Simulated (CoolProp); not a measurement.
Vapour pressure (kPa) of ammonia: the reference equation beside estimates from Tc = 405.6 K, pc = 11360 kPa, ω = 0.256. Clausius-Clapeyron is anchored at 254.6 K with a constant enthalpy of vaporisation of 22.55 kJ/mol.

Model: reference Helmholtz-energy equation of state, Gao 2020, in CoolProp.

```csv
T (K),reference,Lee-Kesler,Clausius-Clapeyron,van der Waals,Soave-Redlich-Kwong
212.7,21.20,19.17,24.84,433.4,19.60
219.7,33.12,30.43,37.29,___,31.01
226.7,50.13,46.73,54.60,647.8,47.47
233.7,73.77,69.67,78.13,778.7,70.55
240.6,105.3,100.6,109.0,924.5,___
247.6,147.6,142.5,___,1090,143.5
254.6,202.6,197.4,202.6,1276,198.3
261.6,272.8,267.9,269.4,1481,268.6
268.5,359.5,355.5,351.7,1703,355.9
275.5,468.3,465.7,454.5,1951,465.7
282.5,601.1,600.6,580.1,2221,600.3
289.5,761.4,763.6,731.7,2515,763.2
296.4,949.7,955.1,910.1,2828,954.9
303.4,1175,1184,1124,3170,1185
```

**Question.** What belongs in the gaps?

**Answer.** 
- 219.7, van der Waals: 533.0
- 240.6, Soave-Redlich-Kwong: 101.6
- 247.6, Clausius-Clapeyron: 149.9

Absolute difference from the reference over all 14 rows, mean and median: Lee-Kesler 3.3 and 2.2 %, Clausius-Clapeyron 5.1 and 3.7 %, van der Waals 682.0 and 486.4 %, Soave-Redlich-Kwong 2.6 and 1.8 %.
